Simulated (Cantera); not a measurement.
Feed: 1 mol ZrO2, 770 mol H2, 3.3 mol N2, at 1800 K and 420 Torr.

Cantera equilibrium calculation (NASA polynomials, part measured and part estimated; ideal gas, pure solids and liquids). Candidate condensed phases: H2O, Zr, ZrN, ZrO2; 28 gas species. Mutual solubility and eutectic melting of coexisting phases are not modelled. ZrN: taken at fixed stoichiometry. Condensed phases not in the tables: solid solutions among these carbides, nitrides and lower oxides. Rates play no part.

Base state: H2 0.995, N2 0.00426, H 0.000477, H2O 2.68e-5 (mole fractions); condensed: ZrN(s) + ZrO2(tetragonal).

Question: What changes in the equilibrium state with this change: pressure from 420 Torr to 75.0 Torr?

Answer: 
```tsv
species	before	after
H2	0.995	0.995
N2	0.00426	0.00426
H	0.000477	0.00113
H2O	2.68e-5	1.74e-5
ZrN(s), mol	0.0104	0.00675
ZrO2(tetragonal), mol	0.990	0.993
```
